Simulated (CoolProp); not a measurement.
Properties of oxygen at several states.

Computed with CoolProp (reference Helmholtz-energy equation of state, Schmidt 1985). Above 300 K oxygen's equation is extrapolated.

```
T (°C)  p (MPa)          phase       Z  cp (kJ/(kg K))  viscosity (µPa s)  Prandtl number
------  -------  -------------  ------  --------------  -----------------  --------------
23.65      3.72            gas  0.9775          0.9798                [?]           0.746
278.75    0.196            gas   1.000          0.9889               32.7             [?]
219.25     0.14            gas   1.000          0.9699                [?]           0.721
580.75   0.0142            gas   1.000             [?]                [?]           0.746
199.75     6.94  supercritical   1.012          0.9985                [?]             [?]
```

**Question.** Some entries are withheld; supply them.

**Answer.** 
- 23.65, viscosity (µPa s): 21.3
- 278.75, Prandtl number: 0.727
- 219.25, viscosity (µPa s): 30.2
- 580.75, cp (kJ/(kg K)): 1.065
- 580.75, viscosity (µPa s): 44.2
- 199.75, viscosity (µPa s): 30.4
- 199.75, Prandtl number: 0.738

Viscosity comes from a separate model (Lemmon 2004). Thermal conductivity comes from a separate model (Lemmon 2004).
